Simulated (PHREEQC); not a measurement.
Make-up at 25 °C: 72 mmol/kgw NiCl2, 1.2 mmol/kgw NaCl and 45 mmol/kgw FeSO4. Closed to the air; pH follows from the charge balance.

Model: ion-association model, wateq4f.dat, run in PHREEQC.

Each row changes one thing in this solution. This is a speciation only: nothing precipitates in the calculation.

| case | pH | ionic strength (mol/kgw) | Cl- (mol/kgw) | Fe+2 (mol/kgw) | SO4-2 (mol/kgw) | FeSO4 (mol/kgw) | SI of Melanterite (FeSO4:7H2O) | SI of Halite (NaCl) |
|---|---|---|---|---|---|---|---|---|
| as made | 5.73 | 0.285 | 0.136 | 0.0341 | 0.0211 | 0.00905 | -2.07 | -5.68 |
| NaCl from 0.0012 to 0.0018 mol/kgw | 5.73 | 0.286 | 0.137 | 0.0341 | 0.0211 | 0.00904 | -2.07 | -5.51 |
| NiCl2 from 0.072 to 0.36 mol/kgw | 5.52 | 0.816 | 0.531 | 0.0366 | 0.0146 | 0.00288 | -2.55 | -5.15 |
| temperature from 25 to 70 °C | 5.24 | 0.275 | 0.137 | 0.0313 | 0.0181 | 0.0122 | -2.66 | -5.79 |
| temperature from 25 to 75 °C | 5.20 | 0.275 | 0.138 | 0.0311 | 0.0179 | 0.0124 | -2.71 | -5.80 |
| diluted 100-fold with water | 6.37 | 0.00377 | 0.00145 | 0.000431 | 0.000400 | 1.82e-5 | -4.78 | -9.40 |
| NiCl2 replaced by RbCl at the same molality | 5.90 | 0.192 | 0.0723 | 0.0293 | 0.0302 | 0.0148 | -1.86 | -5.94 |

The ionic strength passes 0.7 mol/kgw, the rough limit of the ion-association models, in NiCl2 from 0.072 to 0.36 mol/kgw. In wateq4f.dat the enthalpy of Ni(OH)2 has the wrong sign, so its saturation index can't be trusted away from 25 °C. Away from 25 °C the constants follow the database's enthalpies or fits; those with neither stay at their 25 °C values.
